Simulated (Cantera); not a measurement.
A closed system holds: 1 mol BF3, 1.6 mol H2O, 130 mol N2, 14 mol H2, held at 1400 K and 0.130 bar.

Equilibrium computed with Cantera from the NASA thermochemical tables; the gas is ideal and each condensed phase is pure. Candidate condensed phases: B, BN, B2O3, B3O3H3, H2O; 62 gas species. Gases not in the tables: H3BO3. Kinetics and transport are ignored.

Base state: N2 0.882, H2 0.0949, HF 0.0125, BOF 0.00528, H2O 0.00432, BF3 0.000850, HBO2 0.000595, B3O3F3 1.51e-5 (mole fractions); condensed: gas only.

Problem. What changes in the equilibrium state with this change: BF3 replaced by B2H6?

Solution. 
```csv
species,before,after
N2,0.882,0.874
H2,0.0949,0.125
HBO2,0.000595,0.000575
HF,0.0125,0
BOF,0.00528,0
BF3,0.000850,0
B3O3F3,1.51e-5,0
HBO,3.66e-6,4.09e-5
"BN(s), mol",0,1.01
"B2O3(l), mol",0,0.447
```
The feed counts by its element totals alone. N2 is the only nitrogen source here; it is nearly inert below about 1500 K, so the nitride shown seldom forms there in practice. Mutual solubility and eutectic melting of coexisting phases are not modelled.
